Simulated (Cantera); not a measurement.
Mixture: CH3OH : O2 : N2 = 1 : 0.833 : 3.13 (molar parts), equivalence ratio 1.8, at 4.93 atm, adiabatic and at constant pressure. Ignition delay is the time to a rise of 400 K.

Computed with Cantera and GRI-Mech 3.0 (53 species, 325 reactions). GRI-Mech 3.0 was tuned for natural gas; its chemistry of methanol as a main component is partial and can be far from experiment.

Question: What does this change do: constant volume in place of constant pressure?

Answer: 
```json
[
 {"quantity": "delay at 1250 K", "before": "0.977 ms", "after": "0.948 ms"},
 {"quantity": "delay at 1325 K", "before": "0.332 ms", "after": "0.319 ms"},
 {"quantity": "delay at 1400 K", "before": "0.130 ms", "after": "0.122 ms"},
 {"quantity": "delay at 1475 K", "before": "57.1 µs", "after": "52.7 µs"},
 {"quantity": "delay at 1550 K", "before": "28.0 µs", "after": "25.2 µs"},
 {"quantity": "delay at 1625 K", "before": "15.0 µs", "after": "13.1 µs"},
 {"quantity": "apparent activation energy between 1475 and 1625 K", "before": "180 kJ/mol", "after": "180 kJ/mol"}
]
```

Question: What does this change do: pressure from 4.93 atm to 6.51 atm?

Answer: 
```tsv
quantity	before	after
delay at 1250 K	0.977 ms	0.789 ms
delay at 1325 K	0.332 ms	0.267 ms
delay at 1400 K	0.130 ms	0.104 ms
delay at 1475 K	57.1 µs	45.5 µs
delay at 1550 K	28.0 µs	22.2 µs
delay at 1625 K	15.0 µs	11.9 µs
apparent activation energy between 1475 and 1625 K	180 kJ/mol	180 kJ/mol
```
